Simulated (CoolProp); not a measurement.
Vapour-liquid equilibrium of carbon dioxide (1) + CH2F2 (R32) (2) at 0.908 MPa; x and y are mole fractions of (1).

Values from CoolProp's multi-fluid Helmholtz-energy mixture model, Span 1996 and Tillner-Roth 1997; pair parameters Bell 2016.

```tsv
x	bubble temperature, mixture model (K)	bubble temperature, Raoult's law (K)	y, mixture model	y, Raoult's law
0.05	272.1	271.8	0.156	0.185
0.15	264.1	263.7	0.399	0.444
0.25	257.4	257.1	0.569	0.612
0.35	251.8	251.7	0.689	0.725
0.45	247.1	247.1	0.775	0.806
0.55	243.1	243.1	0.838	0.865
0.65	239.7	239.7	0.887	0.909
0.75	236.7	236.7	0.926	0.943
0.85	234.0	234.0	0.959	0.970
0.95	231.6	231.6	0.987	0.991
```

The largest gap from Raoult's law is +0.4 K in bubble temperature, at x = 0.15. No azeotrope shows between x = 0.05 and 0.95.

The pair parameters rest on a limited set of measurements; away from them the model extrapolates.
